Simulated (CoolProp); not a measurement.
A single-stage vapour-compression cycle with propane: evaporating at 268.15 K (dew point), condensing at 309.15 K (bubble point), superheat 5 K, subcooling 2 K, compressor efficiency 0.8, no pressure losses. Each further row changes one setting.

The numbers come from the reference Helmholtz-energy equation of state, Lemmon 2009 in CoolProp.

```tsv
case	cooling COP	pressure ratio	discharge temperature (K)	refrigerating effect (kJ/kg)	volumetric capacity (kJ/m³)
as stated	(withheld)	3.07	325.2	288	2500
evaporating temperature 273.15 K	5.06	(withheld)	(withheld)	(withheld)	2960
condensing temperature 304.15 K	(withheld)	2.72	319.4	302	2620
subcooling 7 K	4.47	3.07	325.2	302	2620
superheat 15 K	(withheld)	3.07	335.0	305	2520
compressor efficiency 0.7	(withheld)	3.07	(withheld)	288	2500
```

Q: What belongs in the gaps?

A: 
- as stated, cooling COP: 4.26
- evaporating temperature 273.15 K, pressure ratio: 2.63
- evaporating temperature 273.15 K, discharge temperature (K): 323.5
- evaporating temperature 273.15 K, refrigerating effect (kJ/kg): 294
- condensing temperature 304.15 K, cooling COP: 5.02
- superheat 15 K, cooling COP: 4.30
- compressor efficiency 0.7, cooling COP: 3.73
- compressor efficiency 0.7, discharge temperature (K): 329.8
